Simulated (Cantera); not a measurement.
# CF₄ + F₂ + H₂ (fluorocarbon and chlorocarbon gases)

Input: 1 mol CF₄, 0.8 mol F₂, a varied amount of H₂, held at 848.15 K and 38.0 mbar.

Method: chemical equilibrium by Gibbs-energy minimisation in Cantera with the NASA 1993 tables (ideal gas, pure condensed phases). Candidate condensed phases: C, C₆H₆, C₇H₈, C₈H₁₈; 95 gas species. Condensed phases not in the tables: fluorocarbon polymer. Gases not in the tables: C₂F₆ and larger saturated fluorocarbons. The numbers say what is thermodynamically allowed, not how fast it happens.

```json
[
 {"n(H₂) (mol)": "0.42", "x HF": "0.372", "x CF₄": "0.443", "x F₂": "0.152", "x F": "0.0334", "n C(graphite)": "0"},
 {"n(H₂) (mol)": "0.8", "x HF": "0.615", "x CF₄": "0.385", "x F₂": "<1e-12", "x F": "1.24e-11", "n C(graphite)": "0"},
 {"n(H₂) (mol)": "1.2", "x HF": "0.750", "x CF₄": "0.250", "x F₂": "<1e-12", "x F": "<1e-12", "n C(graphite)": "0.200"},
 {"n(H₂) (mol)": "1.5", "x HF": "0.822", "x CF₄": "0.178", "x F₂": "<1e-12", "x F": "<1e-12", "n C(graphite)": "0.350"},
 {"n(H₂) (mol)": "1.9", "x HF": "0.894", "x CF₄": "0.106", "x F₂": "<1e-12", "x F": "<1e-12", "n C(graphite)": "0.550"},
 {"n(H₂) (mol)": "2.3", "x HF": "0.948", "x CF₄": "0.0515", "x F₂": "<1e-12", "x F": "<1e-12", "n C(graphite)": "0.750"},
 {"n(H₂) (mol)": "2.7", "x HF": "0.991", "x CF₄": "0.00917", "x F₂": "<1e-12", "x F": "<1e-12", "n C(graphite)": "0.950"}
]
```
x: gas mole fraction; n: condensed amount in mol.

From 0.42 mol H₂ to 0.8 mol H₂ nothing is condensed. From 1.2 mol H₂ to 2.7 mol H₂ the condensed part is C(graphite). The main C-bearing gas is CF₄ throughout.
